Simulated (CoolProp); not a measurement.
Properties of cis-2-butene along the isobar 28.9 bar (Tc = 162.6 °C, pc = 42.36 bar, ω = 0.202).

The numbers come from the reference Helmholtz-energy equation of state, Lemmon 2005 in CoolProp. It is a short technical equation, of lower accuracy than the large ones.

```csv
T (°C),phase,density (kg/m³),expansivity (1/kK)
137.65,liquid,?,8.371
145.25,gas,75.06,12.10
152.85,gas,69.28,9.279
160.45,gas,?,7.684
168.05,gas,61.56,6.637
175.65,gas,?,5.887
183.35,gas,56.24,?
190.95,gas,?,4.866
198.55,gas,52.22,4.503
206.15,gas,50.52,?
213.75,gas,48.98,3.946
221.35,gas,?,3.726
229.05,gas,46.26,3.533
236.65,gas,45.07,3.365
244.25,gas,43.96,?
251.85,gas,42.92,3.082
```

Task: Complete the blanks.

Result: 
- 137.65, density (kg/m³): 429.7
- 160.45, density (kg/m³): 64.99
- 175.65, density (kg/m³): 58.71
- 183.35, expansivity (1/kK): 5.312
- 190.95, density (kg/m³): 54.11
- 206.15, expansivity (1/kK): 4.201
- 221.35, density (kg/m³): 47.57
- 244.25, expansivity (1/kK): 3.215
